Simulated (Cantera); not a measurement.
A perfectly stirred reactor is fed with H₂ : O₂ : N₂ = 1 : 0.893 : 8.57 (molar parts), at 500000 Pa; it is adiabatic with a 398 K inlet, and is followed from long to short residence time, starting on the burning branch (τ in s: 0.13, 0.069, 0.037, 0.02, 0.01, 0.0056, 0.003, 0.0016, 0.00084, 0.00045, 0.00024, 0.00013, 6.8e-05).

Cantera simulation using the H2/O2 subset of GRI-Mech 3.0, which has no nitrogen chemistry; the numbers are that mechanism's predictions, not measurements. The hydrogen kinetics of GRI-Mech 3.0 are dated; newer H2 mechanisms differ, most at raised pressure.

Q: Predict: blow-out, bracketed by the residence times tried; x(H₂) at τ = 0.130 s; x(O₂) at τ = 0.130 s; x(HO₂) at τ = 0.130 s; x(H₂O₂) at τ = 0.130 s; x(H₂O) at τ = 0.130 s; x(H₂) at τ = 3.00 ms; x(O₂) at τ = 3.00 ms.

A: 
```json
{
 "blow_out_bracketed_by_the_residence_times_tried": "burning at 0.130 s, out at 69.0 ms",
 "x(H₂) at τ = 0.130 s": "0.00513",
 "x(O₂) at τ = 0.130 s": "0.0419",
 "x(HO₂) at τ = 0.130 s": "3.91e-5",
 "x(H₂O₂) at τ = 0.130 s": "2.68e-5",
 "x(H₂O) at τ = 0.130 s": "0.0949",
 "x(H₂) at τ = 3.00 ms": "0.0956",
 "x(O₂) at τ = 3.00 ms": "0.0853"
}
```
